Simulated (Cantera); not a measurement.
A Cantera script and its output.

```python
import numpy as np
import cantera as ct

gas = ct.Solution("gri30.yaml")


def delay(T, t_max=10):
    gas.TPX = T, 30000, {'CH4': 1, 'C2H6': 0.21, 'O2': 1.37, 'N2': 5.14, 'H2O': 0.45}
    reactor = ct.IdealGasConstPressureReactor(gas, clone=False)
    net = ct.ReactorNet([reactor])
    net.rtol, net.atol = 1e-8, 1e-16
    while net.time < t_max:
        t_old, T_old = net.time, reactor.T
        net.step()
        if reactor.T > T + 400:  # ignition: a rise of 400 K
            return t_old + (T + 400 - T_old) / (reactor.T - T_old) * (net.time - t_old)
    return np.nan


taus = []
for T in [1075, 1125, 1175, 1225, 1275, 1325, 1375]:
    taus.append(delay(T))
    print(f"T0 = {T:6g} K   tau = {taus[-1]:.4e} s")
```

Output:

```
T0 =   1075 K   tau = 5.2620e-02 s
T0 =   1125 K   tau = 2.1603e-02 s
T0 =   1175 K   tau = 1.0493e-02 s
T0 =   1225 K   tau = 5.8651e-03 s
T0 =   1275 K   tau = 3.5717e-03 s
T0 =   1325 K   tau = 2.2689e-03 s
T0 =   1375 K   tau = 1.4714e-03 s
```

Cantera simulation using GRI-Mech 3.0 (53 species, 325 reactions); the numbers are that mechanism's predictions, not measurements.
